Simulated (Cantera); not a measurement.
A closed system holds: 1 mol SiH₂Cl₂, 0.41 mol NH₃, 0.53 mol N₂, at 810 Pa.

Cantera equilibrium calculation (NASA polynomials, part measured and part estimated; ideal gas, pure solids and liquids). Candidate condensed phases: NH₄Cl, Si, Si₃N₄; 28 gas species. Gases not in the tables: Si₂H₆ and higher silanes. Rates play no part.

Task: Which condensed phases are stable at each of these points (T (K)): 773, 873, 973, 1073, 1173, 1273, 1373, 1473, 1573, 1673, 1773, 1873, 1973?

Result: 
```csv
T (K),condensed phases,Si condensed (%)
773,Si₃N₄(s),74.1
873,Si₃N₄(s),76.6
973,Si₃N₄(s),78.5
1073,Si₃N₄(s),79.9
1173,Si₃N₄(s),80.8
1273,Si₃N₄(s),80.0
1373,Si₃N₄(s),73.8
1473,Si₃N₄(s),59.5
1573,Si₃N₄(s),42.8
1673,Si₃N₄(s),29.1
1773,Si(l),27.6
1873,Si(l),28.6
1973,Si(l),28.7
```

From 773 K to 1673 K the condensed part is Si₃N₄(s). From 1773 K to 1973 K the condensed part is Si(l).
